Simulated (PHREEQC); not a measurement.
# Brine: an equilibrium model

A solution holds 0.83 mol/kgw MgCl2, 0.094 mol/kgw KCl and 0.076 mol/kgw NaCl, at 25 °C. Closed to the air; pH follows from the charge balance.

Equilibrium calculation in PHREEQC: Pitzer model, pitzer.dat.

Each row changes one thing in this solution. No solid was allowed to form.

| case | SI of Sylvite (KCl) | SI of Halite (NaCl) |
|---|---|---|
| as made | -2.06 | -2.71 |
| MgCl2 left out | -2.97 | -3.73 |
| temperature from 25 to 85 °C | -2.51 | -2.81 |
| NaCl from 0.076 to 0.152 mol/kgw | [?] | -2.39 |
| temperature from 25 to 70 °C | [?] | -2.79 |
| NaCl from 0.076 to 0.76 mol/kgw | -1.91 | -1.53 |
| diluted 2-fold with water | -2.67 | -3.38 |

### Question
Complete the blanks.

### Answer

- NaCl from 0.076 to 0.152 mol/kgw, SI of Sylvite (KCl): -2.04
- temperature from 25 to 70 °C, SI of Sylvite (KCl): -2.43

Species that the database lacks are ignored. Away from 25 °C the constants follow the database's enthalpies or fits; those with neither stay at their 25 °C values.
